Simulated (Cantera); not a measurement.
Input: 1 mol SiH₂Cl₂, 11 mol N₂, held at 900 K and 5.60 mbar.

Cantera equilibrium calculation (NASA polynomials, part measured and part estimated; ideal gas, pure solids and liquids). Candidate condensed phases: NH₄Cl, Si, Si₃N₄; 28 gas species. N₂ is the only nitrogen source here; it is nearly inert below about 1500 K, so the nitride shown seldom forms there in practice. Kinetics and transport are ignored.

Problem. What is the equilibrium state?

Solution. 
| Item | Value |
|---|---|
| x(N₂) | 0.851 |
| x(HCl) | 0.106 |
| x(H₂) | 0.0286 |
| x(SiCl₄) | 0.0143 |
| x(SiHCl₃) | 1.10e-5 |
| x(SiCl₃) | 3.61e-6 |
| n(Si₃N₄(s)) | 0.275 mol |
| gas amount | 12.27 mol |
| log10 activity of Si(s) (absent) | -7.09 |
